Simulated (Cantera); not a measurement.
An isothermal plug-flow reactor at 1175 K and 2.60 bar (inlet), inlet velocity 0.51 m/s, active area per volume 4900 1/m; feed CH₄ : O₂ : N₂ = 0.0049 : 0.12 : 0.79 (molar parts), equivalence ratio 0.082.

Detailed kinetics in Cantera: Deutschmann's 1995 Pt surface mechanism with GRI-Mech 3.0 gas chemistry. Catalytic surfaces can have several steady states; this one follows from the mechanism file's or the stated starting coverage. Mass transfer to the wall is taken as infinitely fast.

x: gas mole fraction; θ: surface coverage.

| z (m) | x CH₄ | x O₂ | x H₂O | x CO₂ | x CO | θ free Pt | θ O* | θ OH* |
|---|---|---|---|---|---|---|---|---|
| 4.9e-05 | 0.00484 | 0.130 | 0.00102 | (withheld) | 4.71e-6 | 0.311 | 0.688 | 0.000665 |
| 8.2e-05 | 0.00452 | 0.130 | 0.00166 | (withheld) | 4.40e-6 | 0.311 | 0.688 | 0.000830 |
| 0.00014 | 0.00401 | 0.128 | 0.00267 | (withheld) | 3.91e-6 | 0.311 | 0.688 | 0.00104 |
| 0.00023 | 0.00332 | 0.127 | 0.00404 | (withheld) | 3.25e-6 | 0.312 | 0.687 | 0.00127 |
| 0.00038 | 0.00243 | 0.125 | 0.00581 | (withheld) | 2.39e-6 | 0.312 | 0.686 | 0.00152 |
| 0.00064 | 0.00140 | 0.123 | 0.00784 | (withheld) | 1.40e-6 | 0.313 | 0.685 | 0.00176 |
| 0.0011 | 0.000524 | 0.122 | 0.00958 | 0.00476 | 5.60e-7 | 0.314 | 0.685 | 0.00195 |
| 0.0018 | 0.000116 | 0.121 | 0.0104 | 0.00517 | 1.61e-7 | 0.314 | 0.684 | 0.00203 |
| 0.003 | 8.79e-6 | 0.121 | 0.0106 | 0.00529 | 3.74e-8 | 0.314 | 0.684 | 0.00205 |
| 0.0049 | 1.47e-7 | 0.121 | 0.0107 | 0.00531 | 1.27e-8 | 0.314 | 0.684 | 0.00205 |

Question: Some entries are withheld; supply them.

Answer: 
- 4.9e-05, x CO₂: 0.000506
- 8.2e-05, x CO₂: 0.000823
- 0.00014, x CO₂: 0.00133
- 0.00023, x CO₂: 0.00201
- 0.00038, x CO₂: 0.00289
- 0.00064, x CO₂: 0.00390
